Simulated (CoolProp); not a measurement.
Vapour-liquid equilibrium of propylene (1) + dimethyl ether (2) at 280.7 K; x and y are mole fractions of (1).

Values from CoolProp's multi-fluid Helmholtz-energy mixture model, Lemmon 2013 and Wu 2011; pair parameters Bell 2016.

```tsv
x	bubble pressure (kPa)	y at the bubble point	dew pressure at overall composition x (kPa)	liquid density (mol/L)
0.05	370.0	(withheld)	355.9	(withheld)
0.2	441.4	0.355	393.9	14.46
0.35	505.9	0.528	439.6	14.10
0.5	564.2	0.661	494.5	13.76
0.65	617.3	0.771	559.3	13.42
0.8	666.4	(withheld)	631.7	13.10
0.95	712.4	0.967	704.5	(withheld)
```

Problem. Fill in the missing entries.

Solution. 
- 0.05, y at the bubble point: 0.109
- 0.05, liquid density (mol/L): 14.83
- 0.8, y at the bubble point: 0.870
- 0.95, liquid density (mol/L): 12.80

No azeotrope shows between x = 0.05 and 0.95.

Pair parameters are fitted to limited data, so mixtures are less certain than the pure fluids.
